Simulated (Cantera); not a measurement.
What does this Cantera script print?

```python
import numpy as np
import cantera as ct

gas = ct.Solution("gri30.yaml")
gas.TPX = 923, 2000, {'H2': 0.35, 'O2': 1, 'N2': 0.48}
reactor = ct.IdealGasConstPressureReactor(gas, energy="off", clone=False)
net = ct.ReactorNet([reactor])
net.rtol, net.atol = 1e-08, 1e-18
show = ['H2', 'O2', 'NO', 'O', 'N2O']
times = np.geomspace(0.0002, 2, 10)

steps = ct.SolutionArray(gas, extra=["t"])
rows = []
print(f"{'t/s':>10s}{'T/K':>9s}{'P/Pa':>11s}" + "".join(f"{s:>11s}" for s in show))
for t in times:
    while net.time < t:
        t_next = net.step()
        steps.append(gas.state, t=t_next)
    rows.append([np.interp(t, steps.t, y) for y in (steps.T, steps.P, *steps(*show).X.T)])
    print(f"{t:10.3e}{rows[-1][0]:9.1f}{rows[-1][1]:11.4g}" + "".join(f"{x:11.3e}" for x in rows[-1][2:]))
rate = np.gradient(steps.T, steps.t)
print("integrator steps:", len(steps.t))
if steps.T.max() > steps.T[0] + 200:
    print(f"time of steepest temperature rise: {steps.t[rate.argmax()]:.4e} s")
gas.TPX = 923, 2000, {'H2': 0.35, 'O2': 1, 'N2': 0.48}
gas.equilibrate("TP")
print(f"equilibrium (TP): T = {gas.T:.1f} K  " + "  ".join(f"{s} {gas[s].X[0]:.3e}" for s in show))
```

Result:

```
       t/s      T/K       P/Pa         H2         O2         NO          O        N2O
 2.000e-04    923.0       2000  1.913e-01  5.464e-01  9.411e-27  7.839e-12  7.222e-21
 5.565e-04    923.0       2000  1.913e-01  5.464e-01  2.763e-25  6.615e-11  1.215e-19
 1.549e-03    923.0       2000  1.913e-01  5.464e-01  2.974e-22  3.588e-09  9.177e-18
 4.309e-03    923.0       2000  1.904e-01  5.460e-01  5.492e-13  1.495e-04  3.899e-13
 1.199e-02    923.0       2000  4.983e-03  4.956e-01  2.153e-07  3.770e-03  7.587e-10
 3.336e-02    923.0       2000  5.567e-04  4.984e-01  2.196e-07  2.263e-04  1.071e-09
 9.283e-02    923.0       2000  1.088e-04  4.985e-01  2.173e-07  3.382e-05  1.158e-09
 2.583e-01    923.0       2000  1.739e-05  4.985e-01  2.147e-07  5.739e-06  1.198e-09
 7.188e-01    923.0       2000  1.993e-06  4.985e-01  2.139e-07  1.005e-06  1.216e-09
 2.000e+00    923.0       2000  1.731e-07  4.985e-01  2.150e-07  2.096e-07  1.226e-09
integrator steps: 1464
equilibrium (TP): T = 923.0 K  H2 1.554e-11  O2 4.985e-01  NO 1.175e-05  O 6.270e-11  N2O 9.033e-11
```

Model: GRI-Mech 3.0 (53 species, 325 reactions), integrated in Cantera. Radical loss at walls, strong at low pressure, is not modelled. Below about 950 K walls govern HO2 and H2O2 in real vessels. The temperature is held fixed by assumption; the heat of reaction is taken as removed at once.
